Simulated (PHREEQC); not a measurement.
A solution holds 0.11 mol LiOH per kg of water, at 25 °C. Closed to the air; pH follows from the charge balance.

The numbers come from PHREEQC with the Pitzer model, pitzer.dat.

No solid was allowed to form.

Q: What pH, specific conductance does the model give?

A: pH 12.90; specific conductance 21500 µS/cm.
